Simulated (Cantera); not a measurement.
Feed: 1 mol Al, 0.6 mol HCl, 3.6 mol N₂, equilibrated at 1600 K and 14.0 Pa.

Method: chemical equilibrium by Gibbs-energy minimisation in Cantera with the NASA 1993 tables (ideal gas, pure condensed phases). Candidate condensed phases: Al, AlCl₃, AlN, NH₄Cl; 20 gas species. The tables' values for AlCl₂ are old estimates; treat these amounts as uncertain. Equilibrium is a limit: real reactors are often held back by kinetics, nucleation or transport.

Base state: N₂ 0.790, AlCl 0.138, H₂ 0.0685, H 0.00120, HCl 0.00118, Al 0.00102, AlCl₂ 0.000226, Cl 1.64e-5 (mole fractions); condensed: AlN(s).

Question: What changes in the equilibrium state with this change: temperature from 1600 K to 1775 K?

Answer: 
```
species        before     after
-----------  --------  --------
N₂              0.790     0.733
AlCl            0.138     0.122
Al            0.00102    0.0814
H₂             0.0685    0.0580
AlH           2.64e-6  0.000113
AlCl₂        0.000226   7.07e-6
HCl           0.00118  0.000102
H             0.00120   0.00589
Cl            1.64e-5   7.97e-6
AlN(s), mol     0.402         0
```

Question: What changes in the equilibrium state with this change: HCl from 0.6 to 8.2 mol?

Answer: 
| species | before | after |
|---|---|---|
| HCl | 0.00118 | 0.502 |
| N₂ | 0.790 | 0.307 |
| H₂ | 0.0685 | 0.0982 |
| AlCl | 0.138 | 0.0248 |
| AlCl₃ | 2.02e-6 | 0.0461 |
| AlCl₂ | 0.000226 | 0.0144 |
| Al | 0.00102 | 5.15e-7 |
| Cl | 1.64e-5 | 0.00582 |
| AlN(s), mol | 0.402 | 0 |

Question: What changes in the equilibrium state with this change: temperature from 1600 K to 1448.15 K?

Answer: 
| species | before | after |
|---|---|---|
| N₂ | 0.790 | 0.803 |
| AlCl | 0.138 | 0.108 |
| H₂ | 0.0685 | 0.0650 |
| HCl | 0.00118 | 0.0141 |
| AlCl₃ | 2.02e-6 | 0.00333 |
| Al | 0.00102 | 6.68e-6 |
| AlN(s), mol | 0.402 | 0.512 |
